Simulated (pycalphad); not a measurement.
Computed with pycalphad from the COST 507 light-alloy database (1999), at 1 atm. These are 1990s assessments: newer ones move some temperatures and phases. Amounts are mole fractions of atoms. Diffusion is slow at the low end, where real alloys seldom reach equilibrium.

Q: Give the equilibrium state of Si-11.93C (wt.%) at 1952 °C.

A: liquid, fraction 0.521, with 0.11 C wt.%; CSI, fraction 0.479, with 30.0 C wt.%.

Q: Give the equilibrium state of Si-11.93C (wt.%) at 377 °C.

A: diamond (Si), fraction 0.519, with <0.01 C wt.%; CSI, fraction 0.481, with 30.0 C wt.%.

Database names, with the compositions (at.%) that they take in these runs: CSI: Si 50 C 50.
